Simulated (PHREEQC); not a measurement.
A solution holds 0.0011 mol NH4HF2, 0.00081 mol (NH4)2SiF6 and 0.0021 mol HBF4 per kg of water, at 25 °C. Closed to the air; pH follows from the charge balance.

Model: ion-association model, wateq4f.dat, run in PHREEQC.

| quantity | before | after |
|---|---|---|
| pH | 2.77 | 2.77 |
| ionic strength (mol/kgw) | 0.00535 | 0.00291 |
| HF (mol/kgw) | 0.00321 | 0.00321 |
| F- (mol/kgw) | 0.00136 | 0.00133 |
| H2F2 (mol/kgw) | 2.69e-5 | 2.70e-5 |
| HF2- (mol/kgw) | 1.68e-5 | 1.64e-5 |

**Question.** What was changed between the two runs?
A) HBF4 from 0.0021 to 0.021 mol/kgw
B) (NH4)2SiF6 left out
C) HBF4 left out
D) NH4HF2 from 0.0011 to 0.0055 mol/kgw
E) temperature from 25 to 65 °C

**Answer.** B, (NH4)2SiF6 left out

This is a speciation only: nothing precipitates in the calculation. SiF6-2 is the database's only silicon fluoride. Real BF4- forms and hydrolyses slowly; the run takes it at equilibrium.
